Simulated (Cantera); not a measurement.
Feed: 1 mol Al(CH3)3, 68 mol NH3, 13 mol N2, held at 1623.15 K and 5.10 mbar.

Cantera equilibrium calculation (NASA polynomials, part measured and part estimated; ideal gas, pure solids and liquids). Candidate condensed phases: Al, AlN, C, C6H6, C7H8, C8H18; 97 gas species. The feed counts by its element totals alone. Kinetics and transport are ignored.

Q: What is the equilibrium state?

A: x(H2): 0.695
x(N2): 0.303
x(HCN): 0.00108
x(H): 0.000808
x(HNC): 2.64e-5
x(C2H2 (acetylene)): 2.42e-5
x(Al): 1.48e-5
x(CH4): 3.65e-6
n(AlN(s)): 0.998 mol
n(C(graphite)): 2.82 mol
gas amount: 153.1 mol
log10 activity of Al(l) (absent): -3.06
